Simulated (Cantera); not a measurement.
Input: 1 mol AlN, 30 mol H₂O, 4.6 mol N₂, held at 0.133 bar.

Equilibrium computed with Cantera from the NASA thermochemical tables; the gas is ideal and each condensed phase is pure. Candidate condensed phases: Al, AlN, Al₂O₃, H₂O; 35 gas species. Gases not in the tables: Al(OH)₃. Kinetics and transport are ignored.

x: gas mole fraction; n: condensed amount in mol.

```csv
T (K),x H₂O,x N₂,x H₂,x OH,x H,x O₂,x NO,n Al₂O₃(s)
1500,0.812,0.145,0.0427,5.41e-6,9.97e-6,9.69e-9,1.13e-7,0.500
1550,0.812,0.145,0.0427,1.14e-5,1.78e-5,3.54e-8,2.73e-7,0.500
1600,0.812,0.145,0.0427,2.29e-5,3.08e-5,1.19e-7,6.26e-7,0.500
1650,0.812,0.145,0.0427,4.41e-5,5.14e-5,3.73e-7,1.36e-6,0.500
1700,0.812,0.145,0.0427,8.19e-5,8.34e-5,1.09e-6,2.84e-6,0.500
1750,0.812,0.145,0.0427,0.000147,0.000132,3.01e-6,5.67e-6,0.500
1800,0.811,0.145,0.0428,?,?,?,?,0.500
1850,0.811,0.145,0.0428,0.000427,0.000305,1.93e-5,2.02e-5,0.500
1900,0.811,0.145,0.0430,0.000698,0.000450,4.53e-5,3.61e-5,0.500
1950,0.810,0.145,0.0432,0.00111,0.000653,0.000101,6.26e-5,0.500
2000,0.808,0.145,0.0436,0.00172,0.000930,0.000214,0.000105,0.500
2050,0.806,0.145,0.0444,?,?,?,?,0.500
2100,0.803,0.145,0.0456,0.00382,0.00182,0.000818,0.000266,0.500
```

**Question.** Some entries are withheld; supply them.

**Answer.** 
- 1800, x OH: 0.000254
- 1800, x H: 0.000203
- 1800, x O₂: 7.83e-6
- 1800, x NO: 1.09e-5
- 2050, x OH: 0.00260
- 2050, x H: 0.00131
- 2050, x O₂: 0.000431
- 2050, x NO: 0.000170
